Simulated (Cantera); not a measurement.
**Transport properties of process gases**

Gas mixture: O₂ = 0.83 (molar parts), at 29.3 Torr, frozen composition.

Cantera's kinetic-theory transport with the Lennard-Jones parameters of GRI-Mech 3.0, ideal gas; thermal conductivity in the mixture-averaged form.

```
T (K)  ρ (kg/m³)  cp (J/kg/K)  μ (µPa s)  λ (mW/m/K)     Pr  D (cm²/s) CO₂  D (cm²/s) CH₃  D (cm²/s) CH₄
-----  ---------  -----------  ---------  ----------  -----  -------------  -------------  -------------
400       0.0375        941.4       25.6        33.9  0.713           6.86           9.83           9.79
650       0.0231         1017       36.0        51.6  0.709           16.1           22.7           22.6
900       0.0167         1074       44.7        67.6  0.710           28.2           39.4           39.2
1150      0.0131         1109       52.5        82.2  0.708           42.6           59.5           59.1
1400      0.0107         1134       59.7        95.7  0.707           59.3           82.5           82.1
1650     0.00910         1155       66.4         108  0.707           78.0            108            108
1900     0.00790         1174       72.7         121  0.707           98.6            137            136
2150     0.00698         1192       78.8         133  0.707            121            168            167
2400     0.00625         1209       84.6         145  0.707            145            202            201
```
D: mixture-averaged diffusion coefficient of that species in the mixture.
